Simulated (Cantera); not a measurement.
Charge: 1 mol Fe3O4, 1.7 mol H2, 7.9 mol H2O, equilibrated at 1048 K and 10.0 Pa.

These are equilibrium values from Cantera (NASA tables, ideal gas, pure condensed phases), not measurements of a reactor. Candidate condensed phases: Fe, FeO, Fe(OH)2, Fe(OH)3, Fe2O3, Fe3O4, H2O; 12 gas species. The tables' stoichiometric FeO is somewhat more stable than real wüstite, so its field is too wide. FeO: taken at fixed stoichiometry. Rates play no part.

Base state: H2O 0.927, H2 0.0729 (mole fractions); condensed: FeO(s).

What changes in the equilibrium state with this change: temperature from 1048 K to 1950 K?


```
species       before     after
-----------  -------  --------
H2O            0.927     0.715
Fe             <1e-9    0.0892
H2            0.0729    0.0668
O2             <1e-9    0.0439
FeO            <1e-9    0.0168
OH           8.35e-9    0.0288
H            2.09e-7    0.0296
O              <1e-9   0.00946
Fe(OH)2      2.82e-8  0.000224
FeO(s), mol     3.00         0
FeO(l), mol        0      1.74
```
